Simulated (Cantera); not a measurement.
Mixture: C3H8 : O2 : N2 = 1 : 11.1 : 41.8 (molar parts), at 1.58 atm, adiabatic and at constant volume. Ignition delay is the time to a rise of 400 K.

Detailed kinetics in Cantera: GRI-Mech 3.0 (53 species, 325 reactions). GRI-Mech 3.0 was tuned for natural gas; its chemistry of propane as a main component is partial and can be far from experiment.

Q: What does this change do: N2 41.8 to 81 parts?

A: 
```json
[
 {"quantity": "delay at 1123 K", "before": "21.8 ms", "after": "33.1 ms"},
 {"quantity": "delay at 1173 K", "before": "7.43 ms", "after": "11.0 ms"},
 {"quantity": "delay at 1223 K", "before": "2.70 ms", "after": "3.92 ms"},
 {"quantity": "delay at 1273 K", "before": "1.06 ms", "after": "1.53 ms"},
 {"quantity": "delay at 1323 K", "before": "0.460 ms", "after": "0.657 ms"},
 {"quantity": "delay at 1373 K", "before": "0.219 ms", "after": "0.313 ms"},
 {"quantity": "apparent activation energy between 1273 and 1373 K", "before": "230 kJ/mol", "after": "230 kJ/mol"}
]
```

Q: What does this change do: constant pressure in place of constant volume?

A: 
| quantity | before | after |
|---|---|---|
| delay at 1123 K | 21.8 ms | 22.5 ms |
| delay at 1173 K | 7.43 ms | 7.74 ms |
| delay at 1223 K | 2.70 ms | 2.83 ms |
| delay at 1273 K | 1.06 ms | 1.12 ms |
| delay at 1323 K | 0.460 ms | 0.489 ms |
| delay at 1373 K | 0.219 ms | 0.235 ms |
| apparent activation energy between 1273 and 1373 K | 230 kJ/mol | 230 kJ/mol |
